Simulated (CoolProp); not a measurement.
Vapour-liquid equilibrium of m-xylene (1) + o-xylene (2) at 500.1 K; x and y are mole fractions of (1).

The numbers come from the multi-fluid Helmholtz-energy mixture model, Zhou 2012 and Zhou 2012; pair parameters Bell 2016 in CoolProp.

```json
[
 {"x": "0.05", "bubble pressure (kPa)": "602.9", "y at the bubble point": "0.054", "dew pressure at overall composition x (kPa)": "602.6", "liquid density (mol/L)": "6.396"},
 {"x": "0.15", "bubble pressure (kPa)": "609.8", "y at the bubble point": "0.162", "dew pressure at overall composition x (kPa)": "609.0", "liquid density (mol/L)": "6.374"},
 {"x": "0.25", "bubble pressure (kPa)": "617.1", "y at the bubble point": "0.268", "dew pressure at overall composition x (kPa)": "615.8", "liquid density (mol/L)": "6.352"},
 {"x": "0.35", "bubble pressure (kPa)": "624.6", "y at the bubble point": "0.373", "dew pressure at overall composition x (kPa)": "622.9", "liquid density (mol/L)": "6.329"},
 {"x": "0.45", "bubble pressure (kPa)": "632.2", "y at the bubble point": "0.475", "dew pressure at overall composition x (kPa)": "630.3", "liquid density (mol/L)": "6.307"},
 {"x": "0.55", "bubble pressure (kPa)": "639.9", "y at the bubble point": "0.574", "dew pressure at overall composition x (kPa)": "638.0", "liquid density (mol/L)": "6.284"},
 {"x": "0.65", "bubble pressure (kPa)": "647.5", "y at the bubble point": "0.672", "dew pressure at overall composition x (kPa)": "645.8", "liquid density (mol/L)": "6.262"},
 {"x": "0.75", "bubble pressure (kPa)": "655.1", "y at the bubble point": "0.767", "dew pressure at overall composition x (kPa)": "653.7", "liquid density (mol/L)": "6.239"},
 {"x": "0.85", "bubble pressure (kPa)": "662.4", "y at the bubble point": "0.861", "dew pressure at overall composition x (kPa)": "661.5", "liquid density (mol/L)": "6.217"},
 {"x": "0.95", "bubble pressure (kPa)": "669.5", "y at the bubble point": "0.954", "dew pressure at overall composition x (kPa)": "669.2", "liquid density (mol/L)": "6.196"}
]
```

No azeotrope shows between x = 0.05 and 0.95.

Pair parameters are fitted to limited data, so mixtures are less certain than the pure fluids.
